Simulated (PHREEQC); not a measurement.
Solution (20 °C): 0.012 mol/kgw NaBr, 0.0029 mol/kgw K2SO4 and 0.0035 mol/kgw NaCl. Closed to the air; pH follows from the charge balance.

Equilibrium calculation in PHREEQC: Pitzer model, pitzer.dat.

Precipitation was switched off in this run.

Predict the specific conductance.

specific conductance 2240 µS/cm.
